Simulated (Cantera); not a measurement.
Input (Python, Cantera) and output of one run.

```python
import numpy as np
import cantera as ct

gas_names = """
    C CO CO2 C2 C2O C3 C3O2 C4 C5 Fe FeC5O5 FeO O O2 O3
""".split()
cond_names = """
    C(gr) Fe(a) Fe(c) Fe(d) Fe(L) FeC5O5(L) FeO(s) FeO(L) Fe2O3(s) Fe3O4(s)
""".split()


# ... load() reads the species with a 1 bar reference pressure and builds the phases ...
atoms = {
    'Fe3O4': {'Fe': 3, 'O': 4},
    'C': {'C': 1},
    'CO': {'C': 1, 'O': 1},
}
top_T = {'C(gr)': 4500, 'Fe2O3(s)': 1830, 'Fe3O4(s)': 1870}  # K; cautious upper limits of use, not melting points


# ... equilibrate(T, P, feed) seeds the gas with the atoms and calls Mixture.equilibrate('TP', solver="vcs", rtol=1e-11, max_steps=5000) ...
results = []
P = 101325  # Pa
for T in [1923, 1998, 2073, 2148, 2223, 2298, 2373, 2448, 2523, 2598, 2673]:
    for m in [0.84, 1, 1.2, 1.5, 1.8, 2.1, 2.6, 3.1, 3.7, 4.5, 5.4]:
        feed = {'Fe3O4': 1, 'C': m, 'CO': 0.25}  # mol
        mix = equilibrate(T, P, feed)
        results.append((T, P, feed, dict(zip(mix.species_names, mix.species_moles))))

for T, P, feed, n in results:
    print(f"{T:7g} {feed['C']:10.4g}  " + (" + ".join(c for c in cond_names if n.get(c, 0) > 1e-12) or "gas only"))
```

Output:

```
   1923       0.84  FeO(L)
   1923          1  Fe(L) + FeO(L)
   1923        1.2  Fe(L) + FeO(L)
   1923        1.5  Fe(L) + FeO(L)
   1923        1.8  Fe(L) + FeO(L)
   1923        2.1  Fe(L) + FeO(L)
   1923        2.6  Fe(L) + FeO(L)
   1923        3.1  Fe(L) + FeO(L)
   1923        3.7  Fe(L)
   1923        4.5  C(gr) + Fe(L)
   1923        5.4  C(gr) + Fe(L)
   1998       0.84  FeO(L)
   1998          1  Fe(L) + FeO(L)
   1998        1.2  Fe(L) + FeO(L)
   1998        1.5  Fe(L) + FeO(L)
   1998        1.8  Fe(L) + FeO(L)
   1998        2.1  Fe(L) + FeO(L)
   1998        2.6  Fe(L) + FeO(L)
   1998        3.1  Fe(L) + FeO(L)
   1998        3.7  Fe(L)
   1998        4.5  C(gr) + Fe(L)
   1998        5.4  C(gr) + Fe(L)
   2073       0.84  FeO(L)
   2073          1  Fe(L) + FeO(L)
   2073        1.2  Fe(L) + FeO(L)
   2073        1.5  Fe(L) + FeO(L)
   2073        1.8  Fe(L) + FeO(L)
   2073        2.1  Fe(L) + FeO(L)
   2073        2.6  Fe(L) + FeO(L)
   2073        3.1  Fe(L) + FeO(L)
   2073        3.7  Fe(L)
   2073        4.5  C(gr) + Fe(L)
   2073        5.4  C(gr) + Fe(L)
   2148       0.84  FeO(L)
   2148          1  Fe(L) + FeO(L)
   2148        1.2  Fe(L) + FeO(L)
   2148        1.5  Fe(L) + FeO(L)
   2148        1.8  Fe(L) + FeO(L)
   2148        2.1  Fe(L) + FeO(L)
   2148        2.6  Fe(L) + FeO(L)
   2148        3.1  Fe(L) + FeO(L)
   2148        3.7  Fe(L)
   2148        4.5  C(gr) + Fe(L)
   2148        5.4  C(gr) + Fe(L)
   2223       0.84  FeO(L)
   2223          1  Fe(L) + FeO(L)
   2223        1.2  Fe(L) + FeO(L)
   2223        1.5  Fe(L) + FeO(L)
   2223        1.8  Fe(L) + FeO(L)
   2223        2.1  Fe(L) + FeO(L)
   2223        2.6  Fe(L) + FeO(L)
   2223        3.1  Fe(L) + FeO(L)
   2223        3.7  Fe(L)
   2223        4.5  C(gr) + Fe(L)
   2223        5.4  C(gr) + Fe(L)
   2298       0.84  FeO(L)
   2298          1  Fe(L) + FeO(L)
   2298        1.2  Fe(L) + FeO(L)
   2298        1.5  Fe(L) + FeO(L)
   2298        1.8  Fe(L) + FeO(L)
   2298        2.1  Fe(L) + FeO(L)
   2298        2.6  Fe(L) + FeO(L)
   2298        3.1  Fe(L) + FeO(L)
   2298        3.7  Fe(L)
   2298        4.5  C(gr) + Fe(L)
   2298        5.4  C(gr) + Fe(L)
   2373       0.84  FeO(L)
   2373          1  Fe(L) + FeO(L)
   2373        1.2  Fe(L) + FeO(L)
   2373        1.5  Fe(L) + FeO(L)
   2373        1.8  Fe(L) + FeO(L)
   2373        2.1  Fe(L) + FeO(L)
   2373        2.6  Fe(L) + FeO(L)
   2373        3.1  Fe(L) + FeO(L)
   2373        3.7  Fe(L)
   2373        4.5  C(gr) + Fe(L)
   2373        5.4  C(gr) + Fe(L)
   2448       0.84  FeO(L)
   2448          1  Fe(L) + FeO(L)
   2448        1.2  Fe(L) + FeO(L)
   2448        1.5  Fe(L) + FeO(L)
   2448        1.8  Fe(L) + FeO(L)
   2448        2.1  Fe(L) + FeO(L)
   2448        2.6  Fe(L) + FeO(L)
   2448        3.1  Fe(L) + FeO(L)
   2448        3.7  Fe(L) + FeO(L)
   2448        4.5  C(gr) + Fe(L)
   2448        5.4  C(gr) + Fe(L)
   2523       0.84  FeO(L)
   2523          1  Fe(L) + FeO(L)
   2523        1.2  Fe(L) + FeO(L)
   2523        1.5  Fe(L) + FeO(L)
   2523        1.8  Fe(L) + FeO(L)
   2523        2.1  Fe(L) + FeO(L)
   2523        2.6  Fe(L) + FeO(L)
   2523        3.1  Fe(L) + FeO(L)
   2523        3.7  Fe(L) + FeO(L)
   2523        4.5  C(gr) + Fe(L)
   2523        5.4  C(gr) + Fe(L)
   2598       0.84  FeO(L)
   2598          1  Fe(L) + FeO(L)
   2598        1.2  Fe(L) + FeO(L)
   2598        1.5  Fe(L) + FeO(L)
   2598        1.8  Fe(L) + FeO(L)
   2598        2.1  Fe(L) + FeO(L)
   2598        2.6  Fe(L) + FeO(L)
   2598        3.1  Fe(L) + FeO(L)
   2598        3.7  Fe(L) + FeO(L)
   2598        4.5  C(gr) + Fe(L)
   2598        5.4  C(gr) + Fe(L)
   2673       0.84  FeO(L)
   2673          1  FeO(L)
   2673        1.2  Fe(L) + FeO(L)
   2673        1.5  Fe(L) + FeO(L)
   2673        1.8  Fe(L) + FeO(L)
   2673        2.1  Fe(L) + FeO(L)
   2673        2.6  Fe(L) + FeO(L)
   2673        3.1  Fe(L) + FeO(L)
   2673        3.7  Fe(L) + FeO(L)
   2673        4.5  C(gr) + Fe(L)
   2673        5.4  C(gr) + Fe(L)
```

Cantera equilibrium calculation (NASA polynomials, part measured and part estimated; ideal gas, pure solids and liquids). Each liquid is taken as pure. Iron dissolves carbon and melts from about 1420 K in contact with it, which pure phases cannot show. Mutual solubility and eutectic melting of coexisting phases are not modelled. The tables' stoichiometric FeO is somewhat more stable than real wüstite, so its field is too wide. FeO: taken at fixed stoichiometry. Condensed phases not in the tables: cementite and carbon dissolved in iron.
